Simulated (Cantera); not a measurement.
Input (Python, Cantera) and output of one run.

```python
import numpy as np
import cantera as ct

gas_names = """
    C3H8 C2H2,acetylene
""".split()
cond_names = """
    TiC(s) TiC(L) Ti(a) Ti(b) Ti(L)
""".split()


def load(file, names, dense=False):
    # The tables refer to 1 bar. Condensed volumes are neglected.
    table = {s.name: s for s in ct.Species.list_from_file(file)}
    out = []
    for n in names:
        d = dict(table[n].input_data)
        d["thermo"] = dict(d["thermo"], **{"reference-pressure": 1e5})
        if dense:
            d["equation-of-state"] = {"model": "constant-volume", "density": "1e6 g/cm^3"}
        out.append(ct.Species.from_dict(d))
    return out


species = {s.name: s for s in load("nasa_gas.yaml", gas_names) + load("nasa_condensed.yaml", cond_names)}
# Each term lists the table entries of one substance; the one whose range holds T is used.
reactions = {
    '5 TiC + C3H8(g) = 5 Ti + 4 C2H2(g)':
        [(-5, ['TiC(s)', 'TiC(L)']), (-1, ['C3H8']), (5, ['Ti(a)', 'Ti(b)', 'Ti(L)']), (4, ['C2H2,acetylene'])],
}


def pick(names, T):
    return next(species[n] for n in names if species[n].thermo.min_temp <= T <= species[n].thermo.max_temp)


results = []
for label, terms in reactions.items():
    print(label)
    print("     T/K   dH/kJ  dS/(J/K)   dG/kJ   log10 K")
    for T in [300, 1548, 1573, 1598, 1623, 1648, 1673, 1698, 1723, 1748, 1773, 1798]:
        used = [(nu, pick(names, T)) for nu, names in terms]
        dH = sum(nu * s.thermo.h(T) for nu, s in used) / 1e6
        dS = sum(nu * s.thermo.s(T) for nu, s in used) / 1e3
        dG = dH - T * dS / 1e3
        logK = -dG * 1e6 / (ct.gas_constant * T * np.log(10))
        results.append((label, T, dH, dS, dG, logK, [s.name for _, s in used]))
        print(f"{T:8g} {dH:8.1f} {dS:8.1f} {dG:8.1f} {logK:8.2f}")
```

Result:

```
5 TiC + C3H8(g) = 5 Ti + 4 C2H2(g)
     T/K   dH/kJ  dS/(J/K)   dG/kJ   log10 K
     300   1938.1    566.2   1768.2  -307.87
    1548   1964.7    605.2   1027.9   -34.68
    1573   1964.5    605.0   1012.8   -33.63
    1598   1964.3    604.9    997.6   -32.61
    1623   1964.2    604.9    982.5   -31.62
    1648   1964.1    604.8    967.4   -30.66
    1673   1964.0    604.7    952.3   -29.73
    1698   1963.9    604.7    937.1   -28.83
    1723   1963.9    604.7    922.0   -27.95
    1748   1963.9    604.7    906.9   -27.10
    1773   1963.9    604.7    891.8   -26.27
    1798   1964.0    604.7    876.7   -25.47
```

Source: NASA polynomial tables (part measured, part estimated), evaluated in Cantera. TiC: taken at fixed stoichiometry. Condensed species are held in their standard states even where they would react or evaporate.
